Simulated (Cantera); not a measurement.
Feed: 1 mol Cu2O, 0.62 mol H2, 0.38 mol N2, at 60.0 Torr.

Cantera equilibrium calculation (NASA polynomials, part measured and part estimated; ideal gas, pure solids and liquids). Candidate condensed phases: Cu, CuO, Cu(OH)2, Cu2O, H2O; 27 gas species. Mutual solubility and eutectic melting of coexisting phases are not modelled. Equilibrium is a limit: real reactors are often held back by kinetics, nucleation or transport. All values below are at 1375 K.

Base state: H2O 0.620, N2 0.380, O2 7.72e-5, H2 7.63e-5, OH 1.55e-5, Cu 1.03e-5 (mole fractions); condensed: Cu(l) + Cu2O(s).

Question: What changes in the equilibrium state with this change: Cu2O replaced by CuO?

Answer: 
| species | before | after |
|---|---|---|
| H2O | 0.620 | 0.620 |
| N2 | 0.380 | 0.380 |
| O2 | 7.72e-5 | 7.72e-5 |
| Cu | 1.03e-5 | 1.03e-5 |
| OH | 1.55e-5 | 1.55e-5 |
| H2 | 7.63e-5 | 7.63e-5 |
| Cu(l), mol | 1.24 | 0.240 |
| Cu2O(s), mol | 0.380 | 0.380 |
